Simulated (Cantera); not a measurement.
Cantera with NASA thermochemical tables; ideal gases at 1 bar, condensed phases pure. Values are per mole of reaction as written; species without (g) are pure solids or liquids, kept so even where they would boil at 1 bar.

6 H₂S(g) + 2 N₂(g) + 3 Ni₃S₄ ⇌ 9 NiS₂ + 4 NH₃(g), with ΔH° = -339.8 kJ and ΔS° = -758.4 J/K at 300 K.

Question: How far is the shortcut ΔG° ≈ ΔH°(300 K) − T·ΔS°(300 K) from the full temperature-dependent value at 350, 375, 400, 425, 450, 475, 500, 525, 550, 575, 600 K?

Answer: 
```
T (K)  shortcut (kJ)  full (kJ)  difference (kJ)  difference in log10 K
-----  -------------  ---------  ---------------  ---------------------
350            -74.3      -74.4              0.1                  -0.01
375            -55.4      -55.5              0.1                  -0.02
400            -36.4      -36.6              0.2                  -0.03
425            -17.5      -17.7              0.3                  -0.03
450              1.5        1.2              0.3                  -0.04
475             20.5       20.1              0.4                  -0.04
500             39.4       39.0              0.4                  -0.04
525             58.4       58.0              0.4                  -0.04
550             77.3       77.0              0.3                  -0.03
575             96.3       96.0              0.3                  -0.02
600            115.3      115.1              0.1                  -0.01
```
The shortcut ignores the heat-capacity change of the reaction.
